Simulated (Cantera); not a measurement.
Charge: 1 mol HBr, a varied amount of O₂, held at 2798 K and 0.00133 bar.

Cantera equilibrium calculation (NASA polynomials, part measured and part estimated; ideal gas, pure solids and liquids). Candidate condensed phases: Br₂, H₂O; 12 gas species. Kinetics and transport are ignored.

### Question
At 0.19 mol O₂, list the 7 most abundant gas species with their mole fractions, and the condensed phases.

### Answer
Br 0.442, H 0.365, O 0.134, H₂ 0.0269, OH 0.0157, O₂ 0.00820, HBr 0.00453. Condensed: gas only.
